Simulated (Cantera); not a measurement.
Feed: 1 mol C₆H₆, 1.1 mol H₂O, held at 850 K and 25.0 Pa.

Method: chemical equilibrium by Gibbs-energy minimisation in Cantera with the NASA 1993 tables (ideal gas, pure condensed phases). Candidate condensed phases: C, C₆H₆, C₇H₈, C₈H₁₈, H₂O; 110 gas species. The numbers say what is thermodynamically allowed, not how fast it happens.

Base state: H₂ 0.788, CO 0.211, H₂O 0.000293, CO₂ 0.000240, CH₄ 9.67e-5 (mole fractions); condensed: C(graphite).

Q: What changes in the equilibrium state with this change: C₆H₆ replaced by C?

A: 
```tsv
species	before	after
H₂	0.788	0.511
CO	0.211	0.442
CO₂	0.000240	0.0345
H₂O	0.000293	0.0131
CH₄	9.67e-5	1.23e-6
C(graphite), mol	4.90	0
```
